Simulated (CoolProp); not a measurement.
Vapour-liquid equilibrium of R134a (1) + cyclopropane (2) at 22.4 bar; x and y are mole fractions of (1).

The numbers come from the multi-fluid Helmholtz-energy mixture model, Tillner-Roth 1994 and Polt 1992; pair parameters Bell 2016 in CoolProp. This equation is an older, rougher fit; its heat capacities, sound speeds and derivatives of the liquid may be far off and weren't checked against measurements.

Task: Give the bubble temperature and the first vapour's composition at x = 0.2, 0.5, 0.95. Is there an azeotrope?

Result: x = 0.2: 337.1 K, y = 0.278; x = 0.5: 334.1 K, y = 0.493; x = 0.95: 343.3 K, y = 0.922. y crosses x between x = 0.35 and 0.5: the model has an azeotrope there.

The pair parameters rest on a limited set of measurements; away from them the model extrapolates.
